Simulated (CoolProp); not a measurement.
Water along the isobar 44800 kPa: density (kg/m³) from the reference equation and from simpler models built on Tc = 647.1 K, pc = 22060 kPa, ω = 0.344; each cubic takes its own stable root.

Values from CoolProp's reference Helmholtz-energy equation of state, Wagner 2002.

| T (K) | phase | reference | Soave-Redlich-Kwong | Peng-Robinson |
|---|---|---|---|---|
| 462.3 | liquid | 904.7 | 655.5 | 739.2 |
| 472.9 | liquid | 894.1 | 646.6 | 729.3 |
| 483.5 | liquid | 883.2 | 637.3 | 719.0 |
| 494.1 | liquid | 871.8 | 627.6 | 708.2 |
| 504.7 | liquid | 860.0 | 617.6 | 696.9 |
| 515.3 | liquid | 847.7 | 607.1 | 685.1 |
| 525.9 | liquid | 834.9 | 596.2 | 672.7 |
| 536.5 | liquid | 821.5 | 584.9 | 659.8 |
| 547.1 | liquid | 807.6 | 573.0 | 646.2 |
| 557.7 | liquid | 793.0 | 560.5 | 631.9 |
| 568.3 | liquid | 777.6 | 547.5 | 616.9 |
| 578.9 | liquid | 761.5 | 533.8 | 601.0 |
| 589.5 | liquid | 744.5 | 519.4 | 584.2 |
| 600.1 | liquid | 726.4 | 504.2 | 566.4 |
| 610.7 | liquid | 707.1 | 488.2 | 547.6 |
